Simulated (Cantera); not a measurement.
Charge: 1 mol Cu, 5 mol NH₃, 2.6 mol H₂, at 1352 °C and 35.0 Pa.

Equilibrium computed with Cantera from the NASA thermochemical tables; the gas is ideal and each condensed phase is pure. Candidate condensed phases: Cu; 11 gas species. Rates play no part.

Base state: H₂ 0.740, N₂ 0.184, Cu 0.0734, H 0.00324, Cu₂ 2.71e-5 (mole fractions); condensed: gas only.

Q: What changes in the equilibrium state with this change: Cu replaced by Fe?

A: 
```json
[
 {"species": "H₂", "before": "0.740", "after": "0.795"},
 {"species": "N₂", "before": "0.184", "after": "0.197"},
 {"species": "Fe", "before": "0", "after": "0.00495"},
 {"species": "Cu", "before": "0.0734", "after": "0"},
 {"species": "Cu₂", "before": "2.71e-5", "after": "0"},
 {"species": "H", "before": "0.00324", "after": "0.00336"},
 {"species": "Fe(γ), mol", "before": "0", "after": "0.937"}
]
```
Further candidate phases: Fe.
